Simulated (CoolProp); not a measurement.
The fluid at 335.47 K and 2.44 MPa is compressed adiabatically to 13.5 MPa with isentropic efficiency 0.75. The same conditions are run with several fluids, on thermodynamics alone (safety and materials aside).

Model: reference Helmholtz-energy equation of state of each fluid (R507A: Lemmon 2003; oxygen: Schmidt 1985; hydrogen sulfide: Lemmon 2006; hydrogen chloride: Thol 2018), in CoolProp. Blends and air are pseudo-pure fits.

Question: Rank R507A, oxygen, hydrogen sulfide, hydrogen chloride by work (kJ/kg), highest first.

Answer: oxygen (258), hydrogen chloride (204), hydrogen sulfide (197), R507A (41.0)

| fluid | final temperature (K) | final density (kg/m³) |
|---|---|---|
| R507A | 428.6 | 601 |
| oxygen | 602.2 | 83.1 |
| hydrogen sulfide | 552.6 | 114 |
| hydrogen chloride | 608.1 | 103 |

Above 300 K oxygen's equation is extrapolated.
